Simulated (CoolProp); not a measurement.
Properties of R22 along the isotherm 226.85 °C.

Values from CoolProp's reference Helmholtz-energy equation of state, Kamei 1995.

| p (MPa) | phase | speed of sound (m/s) | Joule-Thomson coefficient (K/MPa) | isothermal compressibility (1/MPa) | conductivity (mW/(m K)) | fugacity coefficient |
|---|---|---|---|---|---|---|
| 0.158 | gas | 232.3 | 5.163 | 6.352 | 27.6 | 0.9964 |
| 0.246 | gas | 231.9 | 5.167 | 4.088 | 27.6 | 0.9944 |
| 0.383 | gas | 231.4 | 5.171 | 2.634 | 27.6 | 0.9913 |
| 0.596 | gas | 230.7 | 5.179 | 1.701 | 27.6 | 0.9864 |
| 0.928 | gas | 229.5 | 5.189 | 1.101 | 27.7 | 0.9789 |
| 1.44 | gas | 227.6 | 5.202 | 0.7187 | ___ | 0.9674 |
| 2.25 | gas | 224.7 | 5.214 | 0.4693 | 28.1 | 0.9493 |
| 3.5 | gas | 220.5 | 5.210 | 0.3115 | 28.5 | 0.9220 |
| 5.45 | supercritical | 214.6 | 5.130 | ___ | 29.6 | 0.8808 |
| 8.49 | supercritical | ___ | 4.766 | ___ | 32.1 | ___ |
| 13.2 | supercritical | 215.6 | 3.613 | 0.08844 | 38.1 | 0.7409 |
| 20.6 | supercritical | 262.7 | 1.802 | 0.03951 | 48.3 | 0.6548 |
| 32 | supercritical | ___ | 0.5850 | 0.01526 | 59.9 | 0.5953 |
| 49.9 | supercritical | 477.1 | 0.01893 | 0.006659 | 71.9 | 0.5896 |

**Question.** What belongs in the gaps?

**Answer.** 
- 1.44, conductivity (mW/(m K)): 27.8
- 5.45, isothermal compressibility (1/MPa): 0.2100
- 8.49, speed of sound (m/s): 209.0
- 8.49, isothermal compressibility (1/MPa): 0.1428
- 8.49, fugacity coefficient: 0.8207
- 32, speed of sound (m/s): 355.9

Thermal conductivity comes from a separate model (McLinden 2000), an estimate that may be off by 10 % or more.
